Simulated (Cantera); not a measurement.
Reactions in the system N-O-Zr

Standard-state values (1 bar) from the NASA 1993 polynomials, evaluated with Cantera. Values are per mole of reaction as written; species without (g) are pure solids or liquids, kept so even where they would boil at 1 bar.

2 N₂O(g) + ZrO₂(g) → Zr + 4 NO(g)

```json
[
 {"T (K)": "1825", "ΔH° (kJ)": "493.4", "ΔS° (J/K)": "177.8", "ΔG° (kJ)": "168.9", "log10 K": "-4.83"},
 {"T (K)": "1875", "ΔH° (kJ)": "493.4", "ΔS° (J/K)": "177.8", "ΔG° (kJ)": "160.0", "log10 K": "-4.46"},
 {"T (K)": "1925", "ΔH° (kJ)": "493.4", "ΔS° (J/K)": "177.8", "ΔG° (kJ)": "151.1", "log10 K": "-4.10"},
 {"T (K)": "1975", "ΔH° (kJ)": "493.4", "ΔS° (J/K)": "177.8", "ΔG° (kJ)": "142.2", "log10 K": "-3.76"},
 {"T (K)": "2025", "ΔH° (kJ)": "493.5", "ΔS° (J/K)": "177.9", "ΔG° (kJ)": "133.3", "log10 K": "-3.44"}
]
```
